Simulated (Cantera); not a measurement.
Charge: 1 mol CuO, 2.7 mol C, a varied amount of N₂, held at 3.53 Torr.

Cantera equilibrium calculation (NASA polynomials, part measured and part estimated; ideal gas, pure solids and liquids). Candidate condensed phases: C, Cu, CuO, Cu₂O; 27 gas species. The numbers say what is thermodynamically allowed, not how fast it happens.

Stable condensed phases, one row left out:

```
T in °C \ n(N₂) in mol
         2.5 2.9 3.3 3.8 4.4   5 5.8 6.6 7.6 8.8  10  12  13
   1700    A   A   A   A   A   A   A   A   A   A   A   A   A
   1650    A   A   A   A   A   A   A   A   A   A   A   A   A
   1600    A   A   A   A   A   A   A   A   A   A   A   A   A
   1550    B   B   B   B   B   A   A   A   A   A   A   A   A
   1500    B   B   B   B   B   B   B   B   B   B   A   A   A
   1400    B   B   B   B   B   B   B   B   B   B   B   B   B
   1350    B   B   B   B   B   B   B   B   B   B   B   B   B
   1300    B   B   B   B   B   B   B   B   B   B   B   B   B
   1250    B   B   B   B   B   B   B   B   B   B   B   B   B
   1200    B   B   B   B   B   B   B   B   B   B   B   B   B
   1150    B   B   B   B   B   B   B   B   B   B   B   B   B
```

A: C; B: C + Cu.

**Question.** Give the row for 1450 °C.

**Answer.** 2.5: C + Cu; 2.9: C + Cu; 3.3: C + Cu; 3.8: C + Cu; 4.4: C + Cu; 5: C + Cu; 5.8: C + Cu; 6.6: C + Cu; 7.6: C + Cu; 8.8: C + Cu; 10: C + Cu; 12: C + Cu; 13: C + Cu.
